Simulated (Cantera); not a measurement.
An isothermal plug-flow reactor at 900 K and 420 Torr (inlet), inlet velocity 3.9 m/s, active area per volume 1300 1/m; feed 0.337 % CH₄, 1.16 % O₂, 91.9 % N₂, 6.63 % H₂O.

Cantera simulation using Deutschmann's 1995 Pt surface mechanism with GRI-Mech 3.0 gas chemistry; the numbers are that mechanism's predictions, not measurements. Catalytic surfaces can have several steady states; this one follows from the mechanism file's or the stated starting coverage. Mass transfer to the wall is taken as infinitely fast.

Task: Predict: x(CH₄) at z = 0.032 m; x(O₂) at z = 0.032 m; x(H₂O) at z = 0.032 m; x(CO₂) at z = 0.032 m; x(CO) at z = 0.032 m; θ(free Pt) at the exit; θ(O*) at the exit; θ(OH*) at the exit.

Result: 
```json
{
  "x(CH₄) at z = 0.032 m": "0.00120",
  "x(O₂) at z = 0.032 m": "0.00730",
  "x(H₂O) at z = 0.032 m": "0.0706",
  "x(CO₂) at z = 0.032 m": "0.00217",
  "x(CO) at z = 0.032 m": "5.24e-7",
  "θ(free Pt) at the exit": "0.243",
  "θ(O*) at the exit": "0.751",
  "θ(OH*) at the exit": "0.00564"
}
```
